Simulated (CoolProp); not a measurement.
A Linde-Hampson liquefier for ethane: isothermal reversible compression at 320 K from 1 atm to 5 MPa, throttling to 1 atm, return gas leaving the recuperator 2 K below the feed. Each further row changes one setting.

Values from CoolProp's reference Helmholtz-energy equation of state, Bücker 2006.

| case | liquid yield per pass | compression work (kJ/kg of gas) |
|---|---|---|
| as stated | ___ | 315 |
| high pressure 10 MPa | 0.430 | ___ |
| warm-end temperature 350 K | ___ | 354 |
| warm-end gap 7 K | 0.160 | 315 |

Task: Fill in the missing entries.

Result: 
- as stated, liquid yield per pass: 0.171
- high pressure 10 MPa, compression work (kJ/kg of gas): 338
- warm-end temperature 350 K, liquid yield per pass: 0.108
